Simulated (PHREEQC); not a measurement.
Solution (70 °C): 31 mmol/kgw CdBr2. Closed to the air; pH follows from the charge balance.

Model: ion-association model, phreeqc.dat, run in PHREEQC.

Precipitation was switched off in this run.

### Question
Predict the pH.

### Answer
pH 5.58.

### Question
In which forms is Cd present?

### Answer
CdBr+ 60 %, Cd+2 31 %, CdBr2 9.3 % of the Cd.

At this temperature some constants are extrapolated from 25 °C, and those without enthalpy data are left unchanged.
